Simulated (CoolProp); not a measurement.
Properties of R1224YDZ along the isobar 19 bar.

Computed with CoolProp (reference Helmholtz-energy equation of state, Akasaka 2023).

```csv
T (°C),phase,density (kg/m³),speed of sound (m/s),expansivity (1/kK)
64.35,liquid,1251,485.1,2.560
76.75,liquid,1210,438.7,2.870
89.05,liquid,1165,391.6,3.291
101.35,liquid,1115,342.6,3.910
113.75,liquid,1056,289.7,4.941
126.05,gas,131.3,104.3,12.18
138.35,gas,116.3,115.5,8.132
150.65,gas,106.6,123.7,6.331
163.05,gas,99.20,130.4,5.276
175.35,gas,93.39,136.2,4.584
187.65,gas,88.56,141.2,4.087
199.95,gas,84.42,145.8,3.710
```
